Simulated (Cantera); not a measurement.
**Thermodynamics of abatement and gas-phase synthesis, feed SF₆ + H₂O**

Feed: 1 mol SF₆, 3.6 mol H₂O, equilibrated at 1.40 mbar.

These are equilibrium values from Cantera (NASA tables, ideal gas, pure condensed phases), not measurements of a reactor. Candidate condensed phases: H₂O, H₂SO₄, S; 71 gas species. Ions and electrons are included (thermal ionisation). Kinetics and transport are ignored.

```tsv
T (°C)	x H	x F	x HF	x O	x S	x SO	x O₂
2727	0.226	0.147	0.301	0.237	0.0603	0.0135	0.00613
2977	0.329	0.258	0.123	0.222	0.0609	0.00246	0.00111
3227	0.382	0.314	0.0358	0.208	0.0577	0.000530	0.000250
3477	0.398	0.331	0.00996	0.204	0.0566	0.000149	7.37e-5
3727	0.402	0.335	0.00307	0.203	0.0563	5.01e-5	2.60e-5
3977	0.404	0.336	0.00107	0.202	0.0561	1.93e-5	1.04e-5
4227	0.404	0.337	0.000416	0.202	0.0560	8.24e-6	4.63e-6
4477	0.404	0.337	0.000178	0.202	0.0557	3.84e-6	2.24e-6
4727	0.404	0.337	8.30e-5	0.202	0.0553	1.92e-6	1.17e-6
```
x: gas mole fraction; nothing condenses.

From 2727 °C to 4727 °C nothing is condensed.
